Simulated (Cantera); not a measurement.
**Thermodynamics of aluminium nitride and oxide growth, feed AlCl₃ + NH₃ + H₂**

Input: 1 mol AlCl₃, 0.22 mol NH₃, 720 mol H₂, at 13300 Pa.

Method: chemical equilibrium by Gibbs-energy minimisation in Cantera with the NASA 1993 tables (ideal gas, pure condensed phases). Candidate condensed phases: Al, AlCl₃, AlN, NH₄Cl; 20 gas species. The tables' values for AlCl₂ are old estimates; treat these amounts as uncertain. Kinetics and transport are ignored.

From 1373 K to 1498 K the condensed part is AlN(s). From 1523 K to 1573 K nothing is condensed. The main Al-bearing gas is AlCl throughout.

```csv
T (K),log p H₂,log p HCl,log p AlCl,log p AlCl₃,n AlN(s)
1373,-0.88,-3.47,-4.00,-4.54,0.218
1398,-0.88,-3.45,-3.96,-4.69,0.214
1423,-0.88,-3.44,-3.92,-4.84,0.204
1448,-0.88,-3.43,-3.89,-5.01,0.180
1473,-0.88,-3.43,-3.84,-5.18,0.133
1498,-0.88,-3.44,-3.79,-5.35,0.0513
1523,-0.88,-3.45,-3.76,-5.52,0
1548,-0.88,-3.45,-3.76,-5.69,0
1573,-0.88,-3.44,-3.75,-5.86,0
```
log p: log10 of the partial pressure in bar; n: condensed amount in mol.
